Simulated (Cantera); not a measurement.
A perfectly stirred reactor is fed with CH4 : CO2 : H2O = 1 : 3.2 : 0.0076 (molar parts), at 1580 Torr; it is held at 2198 K, and followed from long to short residence time.

Computed with Cantera and GRI-Mech 3.0 (53 species, 325 reactions).

x: mole fraction; the columns are a selection and need not sum to one.

```
τ (s)       x CH4  x CO2     x O2     x CH3     x HO2    x H2O2
-------  --------  -----  -------  --------  --------  --------
9.5       1.79e-6  0.157  1.54e-6   3.59e-7   1.40e-9   1.20e-9
1.9       9.28e-6  0.157  1.48e-6   1.83e-6   1.34e-9   1.16e-9
0.39            ?  0.157        ?         ?         ?         ?
0.078    0.000301  0.158  1.09e-6   5.19e-5  9.81e-10  8.64e-10
0.016     0.00140  0.161  9.93e-7  0.000234  9.26e-10  8.16e-10
0.0032    0.00498  0.182  8.47e-7  0.000828  9.79e-10  8.52e-10
0.00065    0.0136  0.265  5.56e-7   0.00218   1.25e-9  9.59e-10
0.00013         ?      ?        ?         ?   1.30e-9  6.33e-10
```

Problem. Fill in the missing entries.

Solution. 
- 0.39, x CH4: 5.15e-5
- 0.39, x O2: 1.30e-6
- 0.39, x CH3: 9.61e-6
- 0.39, x HO2: 1.17e-9
- 0.39, x H2O2: 1.02e-9
- 0.00013, x CH4: 0.0401
- 0.00013, x CO2: 0.433
- 0.00013, x O2: 2.27e-7
- 0.00013, x CH3: 0.00519
